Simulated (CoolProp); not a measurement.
Decamethyltetrasiloxane (MD2M) at 474.81 K and 0.0918 MPa is compressed adiabatically to 0.461 MPa with isentropic efficiency 0.6. Each further row changes one setting.

Computed with CoolProp (reference Helmholtz-energy equation of state, Thol 2017).

| case | work (kJ/kg) | final temperature (K) | final density (kg/m³) |
|---|---|---|---|
| as stated | 20.7 | (withheld) | 555 |
| efficiency 1 | 12.4 | (withheld) | 562 |
| efficiency 0.65 | 19.2 | (withheld) | 557 |

### Question
What belongs in the gaps?

### Answer

- as stated, final temperature (K): 542.0
- efficiency 1, final temperature (K): 538.4
- efficiency 0.65, final temperature (K): 541.3
